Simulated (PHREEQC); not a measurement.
A solution holds 0.0056 mol/kgw H3PO4, at 25 °C. Closed to the air; pH follows from the charge balance.

All values are PHREEQC results (ion-association model, wateq4f.dat), not measurements.

This is a speciation only: nothing precipitates in the calculation.

Task: What pH does the model give?

Result: pH 2.45.

Task: In which forms is P present?

Result: H2PO4- 67 %, H3PO4 33 % of the P.

H3PO4, which wateq4f.dat lacks, is added to it with the constant of phreeqc.dat.
